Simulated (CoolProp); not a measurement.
Vapour-liquid equilibrium of R142b (1) + R113 (2) at 0.487 MPa; x and y are mole fractions of (1).

Model: multi-fluid Helmholtz-energy mixture model, Lemmon 2006 and Marx 1992; pair parameters Bell 2016, in CoolProp.

```
x     bubble temperature (K)  y at the bubble point  dew temperature at overall composition x (K)  liquid density (mol/L)
----  ----------------------  ---------------------  --------------------------------------------  ----------------------
0.05                   369.9                  0.191                                         375.9                   7.427
0.2                    351.2                    ___                                         369.5                     ___
0.35                   338.5                  0.729                                           ___                   8.458
0.5                    329.5                  0.830                                         354.2                     ___
0.65                   322.6                  0.897                                         344.4                   9.428
0.8                    317.0                  0.946                                           ___                   9.951
0.95                   312.2                  0.987                                         316.5                   10.53
```

**Question.** Complete the blanks.

**Answer.** 
- 0.2, y at the bubble point: 0.549
- 0.2, liquid density (mol/L): 7.965
- 0.35, dew temperature at overall composition x (K): 362.3
- 0.5, liquid density (mol/L): 8.937
- 0.8, dew temperature at overall composition x (K): 332.3

No azeotrope shows between x = 0.05 and 0.95.

Pair parameters are fitted to limited data, so mixtures are less certain than the pure fluids.
